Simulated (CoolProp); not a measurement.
A simple Rankine cycle with R245ca: condensing at 299.15 K, boiler at 0.608 MPa, turbine inlet 370.6 K, turbine efficiency 0.7, pump efficiency 0.6, no recuperator. Each further row changes one setting.

The numbers come from the reference Helmholtz-energy equation of state, Zhou 2016 in CoolProp.

```tsv
case	thermal efficiency (%)	net work (kJ/kg)	heat in (kJ/kg)	turbine exit temperature (K)	volume ratio over the turbine
as stated	9.2	24.4	265	338.2	5.87
turbine inlet 390.6 K	9.1	26.2	288	358.7	5.79
condensing temperature 291.15 K	10.4	28.7	?	?	7.99
boiler pressure 0.426 MPa	7.5	20.2	269	345.7	4.04
turbine efficiency 0.6	7.8	20.8	265	341.7	?
```

Problem. Fill in the missing entries.

Solution. 
- condensing temperature 291.15 K, heat in (kJ/kg): 276
- condensing temperature 291.15 K, turbine exit temperature (K): 333.2
- turbine efficiency 0.6, volume ratio over the turbine: 5.94
